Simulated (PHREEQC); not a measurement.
**Copper plating or etch bath: speciation**

Dissolve 23 mmol/kgw Cu(BF4)2, 0.071 mmol/kgw HBF4 and 4.1 mmol/kgw NaCl at 25 °C. Closed to the air; pH follows from the charge balance.

Computed with PHREEQC (ion-association model, phreeqc.dat).

Each row changes one thing in this solution. Precipitation was switched off in this run.

```
case                                     pH  ionic strength (mol/kgw)  BF4- (mol/kgw)  HF (mol/kgw)  F- (mol/kgw)  BF3OH- (mol/kgw)  SI of Halite (NaCl)
-------------------------------------  ----  ------------------------  --------------  ------------  ------------  ----------------  -------------------
as made                                2.75                    0.0740          0.0415       0.00572       0.00281           0.00262                -6.56
NaCl from 0.0041 to 0.00205 mol/kgw    2.75                    0.0721          0.0415       0.00573       0.00280           0.00262                -7.16
HBF4 left out                          2.76                    0.0740          0.0414       0.00570       0.00284           0.00263                -6.56
NaCl from 0.0041 to 0.0205 mol/kgw     2.75                    0.0897          0.0415       0.00569       0.00284           0.00263                -5.17
temperature from 25 to 85 °C           2.92                    0.0712          0.0376        0.0153       0.00343           0.00312                -6.71
diluted 10-fold with water             3.00                   0.00829         0.00297       0.00286       0.00208          0.000382                -8.43
Cu(BF4)2 from 0.023 to 0.0115 mol/kgw  2.83                    0.0396          0.0198       0.00466       0.00260           0.00155                -6.51
0.028 mol/kgw HBr added                1.66                    0.0993          0.0423       0.00959      0.000392           0.00158                -6.58
temperature from 25 to 35 °C           2.77                    0.0737          0.0411       0.00673       0.00286           0.00268                -6.57
```

Species that the database lacks are ignored. Away from 25 °C the constants follow the database's enthalpies or fits; those with neither stay at their 25 °C values. Real BF4- forms and hydrolyses slowly; the run takes it at equilibrium.
